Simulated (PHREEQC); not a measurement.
**Sulfide liquor**

Make-up at 20 °C: 0.0076 mol NaHS, 0.00056 mol HCl and 8.3e-05 mol FeCl2 per kg of water. Closed to the air; pH follows from the charge balance.

Model: ion-association model, phreeqc.dat, run in PHREEQC.

Each row changes one thing in this solution. This is a speciation only: nothing precipitates in the calculation.

| case | pH | ionic strength (mol/kgw) | HS- (mol/kgw) | H2S (mol/kgw) | SI of Halite (NaCl) |
|---|---|---|---|---|---|
| as made | 8.05 | 0.00760 | 0.00684 | 0.000561 | -6.90 |
| FeCl2 from 8.3e-05 to 0.000415 mol/kgw | (withheld) | 0.00760 | 0.00604 | 0.000561 | -6.62 |
| 0.00059 mol/kgw NaF added | 8.05 | 0.00819 | 0.00684 | 0.000561 | -6.87 |
| FeCl2 left out | 8.07 | 0.00760 | 0.00704 | 0.000561 | -7.02 |
| diluted 10-fold with water | 8.08 | 0.000760 | 0.000686 | 5.68e-5 | (withheld) |
| diluted 100-fold with water | 8.04 | 7.65e-5 | 6.83e-5 | 6.35e-6 | (withheld) |
| diluted 5-fold with water | 8.08 | 0.00152 | 0.00137 | 0.000113 | -8.26 |
| temperature from 20 to 60 °C | 7.66 | 0.00760 | 0.00683 | 0.000565 | -6.94 |

### Question
Some entries are withheld; supply them.

### Answer

- FeCl2 from 8.3e-05 to 0.000415 mol/kgw, pH: 8.00
- diluted 10-fold with water, SI of Halite (NaCl): -8.85
- diluted 100-fold with water, SI of Halite (NaCl): -10.83

Complexes and solids missing from the database can't appear. Some of these states are supersaturated (in Mackinawite, FeS(ppt), for instance). Constants without temperature data keep their 25 °C values here. Fluoro complexes past AlF4- and FeF3 are missing from the database.
